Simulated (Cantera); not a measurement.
Input: 1 mol Si, 0.9 mol HCl, 13 mol H₂, at 1248 K.

Cantera equilibrium calculation (NASA polynomials, part measured and part estimated; ideal gas, pure solids and liquids). Candidate condensed phases: Si; 19 gas species. The tables' values for SiCl₃ are old estimates; treat these amounts as uncertain. Gases not in the tables: Si₂H₆ and higher silanes. Equilibrium is a limit: real reactors are often held back by kinetics, nucleation or transport.

x: gas mole fraction; n: condensed amount in mol.

```
P (Pa)    x H₂   x HCl  x SiHCl₃  x SiCl₂  x SiCl₄  x SiH₂Cl₂  n Si(s)
-------  -----  ------  --------  -------  -------  ---------  -------
10000    0.950  0.0410   0.00146      ___  0.00180   0.000162    0.876
23000    0.953  0.0366   0.00238      ___  0.00259   0.000296    0.863
51000    0.957  0.0319   0.00348      ___  0.00330   0.000500    0.847
120000   0.961  0.0269   0.00487      ___  0.00386   0.000833    0.828
260000   0.964  0.0225   0.00621      ___  0.00412    0.00127    0.809
590000   0.966  0.0184   0.00764      ___  0.00413    0.00192    0.789
1300000  0.968  0.0149   0.00891      ___  0.00389    0.00277    0.768
3000000  0.970  0.0117    0.0100      ___  0.00344    0.00397    0.745
```

Problem. Complete the blanks.

Solution. 
- 10000, x SiCl₂: 0.00445
- 23000, x SiCl₂: 0.00353
- 51000, x SiCl₂: 0.00267
- 120000, x SiCl₂: 0.00189
- 260000, x SiCl₂: 0.00132
- 590000, x SiCl₂: 0.000879
- 1300000, x SiCl₂: 0.000575
- 3000000, x SiCl₂: 0.000356
